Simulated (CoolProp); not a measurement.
The fluid at 435 K and 0.438 MPa flows at 21 m/s in a round tube of 2 mm bore and 15 µm roughness, fully developed (64/Re and Nu = 3.66 if laminar; Colebrook and Gnielinski if turbulent). The same conditions are run with several fluids, on thermodynamics alone (safety and materials aside).

The numbers come from the reference Helmholtz-energy equation of state of each fluid (C3F8 (R218): Lemmon 2006; ethane: Bücker 2006; R125: Lemmon 2005; benzene: Thol 2012; n-pentane: Thol 2019) in CoolProp.

```
fluid        Reynolds number  Darcy friction factor  pressure drop (Pa/m)  heat-transfer coefficient (W/(m² K))  mass flow (kg/h)
-----------  ---------------  ---------------------  --------------------  ------------------------------------  ----------------
C3F8 (R218)              ___                 0.0358                   ___                                   ___              5.54
ethane                 11700                 0.0397                   ___                                   985             0.873
R125                   33600                 0.0365                 59500                                  1630              3.51
benzene                  ___                 0.0362                   ___                                  1840              2.43
n-pentane                ___                 0.0362                   ___                                  2410              2.21
```

Q: What belongs in the gaps?

A: 
- C3F8 (R218), Reynolds number: 54200
- C3F8 (R218), pressure drop (Pa/m): 91900
- C3F8 (R218), heat-transfer coefficient (W/(m² K)): 2520
- ethane, pressure drop (Pa/m): 16100
- benzene, Reynolds number: 39600
- benzene, pressure drop (Pa/m): 40900
- n-pentane, Reynolds number: 40700
- n-pentane, pressure drop (Pa/m): 37100

Transport values come from each fluid's own correlations; those of C3F8 (R218), n-pentane are estimates that may be off by 10 % or more.
